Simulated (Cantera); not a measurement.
A closed system holds: 1 mol V, 0.066 mol O₂, 4.6 mol H₂, at 2325 °C and 0.133 bar.

Equilibrium computed with Cantera from the NASA thermochemical tables; the gas is ideal and each condensed phase is pure. Candidate condensed phases: H₂O, V, VO, V₂O₃, V₂O₄, V₂O₅; 12 gas species. Each liquid is taken as pure. Mutual solubility and eutectic melting of coexisting phases are not modelled. VO: taken at fixed stoichiometry. Condensed phases not in the tables: N, O or C dissolved in the metal. Equilibrium is a limit: real reactors are often held back by kinetics, nucleation or transport.

Base state: H₂ 0.877, H 0.0977, V 0.0140, VO 0.00845, H₂O 0.00165, VO₂ 0.000851, OH 4.25e-5 (mole fractions); condensed: V(l) + VO(l).

What changes in the equilibrium state with this change: pressure from 0.133 bar to 4.20e-6 bar?


```tsv
species	before	after
H	0.0977	0.892
V	0.0140	0.0928
O	3.07e-6	0.00809
H₂	0.877	0.00230
H₂O	0.00165	3.61e-7
VO₂	0.000851	3.90e-5
VO	0.00845	0.00466
OH	4.25e-5	3.23e-5
V(l), mol	0.811	0
VO(l), mol	0.0732	0
```
